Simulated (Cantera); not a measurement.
# Low-pressure radical oxidation in H2/O2

A perfectly stirred reactor is fed with 27.0 % H₂, 73.0 % O₂, at 0.0132 atm; it is held at 1175 K, and followed from long to short residence time.

Cantera simulation using GRI-Mech 3.0 (53 species, 325 reactions); the numbers are that mechanism's predictions, not measurements. Radical loss at walls, strong at low pressure, is not modelled. The temperature is held fixed by assumption; the heat of reaction is taken as removed at once.

| τ (s) | x H₂ | x O₂ | x H₂O₂ | x H₂O | x HO₂ |
|---|---|---|---|---|---|
| 0.57 | 0.00140 | 0.683 | 5.24e-7 | 0.308 | 8.08e-6 |
| 0.25 | 0.00235 | 0.681 | 5.91e-7 | 0.305 | 9.68e-6 |
| 0.11 | 0.00389 | 0.676 | 6.33e-7 | 0.299 | 1.10e-5 |
| 0.046 | 0.00653 | 0.668 | 6.40e-7 | 0.289 | 1.19e-5 |
| 0.020 | 0.0104 | 0.655 | 6.04e-7 | 0.272 | 1.22e-5 |
| 0.0085 | 0.0160 | 0.638 | 5.41e-7 | 0.247 | 1.17e-5 |
| 0.0036 | 0.0237 | 0.623 | 4.91e-7 | 0.217 | 1.08e-5 |
| 0.0016 | 0.0355 | 0.617 | 4.90e-7 | 0.190 | 1.00e-5 |
| 0.00068 | 0.0585 | 0.624 | 5.27e-7 | 0.161 | 9.22e-6 |
| 0.00029 | 0.103 | 0.646 | 5.30e-7 | 0.122 | 8.07e-6 |
| 0.00013 | 0.181 | 0.684 | 3.32e-7 | 0.0636 | 6.08e-6 |
x: mole fraction; the columns are a selection and need not sum to one.
